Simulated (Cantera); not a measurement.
A freely propagating, adiabatic, planar premixed flame of H₂ : O₂ : N₂ = 1 : 0.357 : 1.79 (molar parts), equivalence ratio 1.4, unburnt at 325 K and 0.133 bar; mixture-averaged transport, grid criteria slope 0.08 and curve 0.16, no radiation.

Model: the H2/O2 subset of GRI-Mech 3.0, which has no nitrogen chemistry, integrated in Cantera. Burning velocities carry a grid error of a few per cent, more on coarse grids.

How do the results move with these cheaper or finer settings: unity-Lewis-number transport; multicomponent transport; multicomponent+Soret transport; grid criteria slope 0.5, curve 1; grid criteria slope 0.25, curve 0.5; grid criteria slope 0.03, curve 0.06?


```json
[
 {"setting": "as above", "laminar burning velocity": "207 cm/s", "thermal thickness": "5.35 mm", "peak x(H₂O₂)": "3.79e-5", "peak x(OH)": "0.00607", "grid points": "143"},
 {"setting": "unity-Lewis-number transport", "laminar burning velocity": "121 cm/s", "thermal thickness": "4.34 mm", "peak x(H₂O₂)": "1.02e-5", "peak x(OH)": "0.00590", "grid points": "116"},
 {"setting": "multicomponent transport", "laminar burning velocity": "203 cm/s", "thermal thickness": "5.35 mm", "peak x(H₂O₂)": "3.83e-5", "peak x(OH)": "0.00605", "grid points": "143"},
 {"setting": "multicomponent+Soret transport", "laminar burning velocity": "192 cm/s", "thermal thickness": "5.22 mm", "peak x(H₂O₂)": "3.83e-5", "peak x(OH)": "0.00605", "grid points": "144"},
 {"setting": "grid criteria slope 0.5, curve 1", "laminar burning velocity": "218 cm/s", "thermal thickness": "6.62 mm", "peak x(H₂O₂)": "2.46e-5", "peak x(OH)": "0.00706", "grid points": "42"},
 {"setting": "grid criteria slope 0.25, curve 0.5", "laminar burning velocity": "212 cm/s", "thermal thickness": "5.74 mm", "peak x(H₂O₂)": "3.27e-5", "peak x(OH)": "0.00607", "grid points": "71"},
 {"setting": "grid criteria slope 0.03, curve 0.06", "laminar burning velocity": "206 cm/s", "thermal thickness": "5.20 mm", "peak x(H₂O₂)": "3.96e-5", "peak x(OH)": "0.00592", "grid points": "305"}
]
```
Unity Lewis numbers drop preferential diffusion, which matters most where H2 and H carry the flame; Soret adds thermal diffusion.
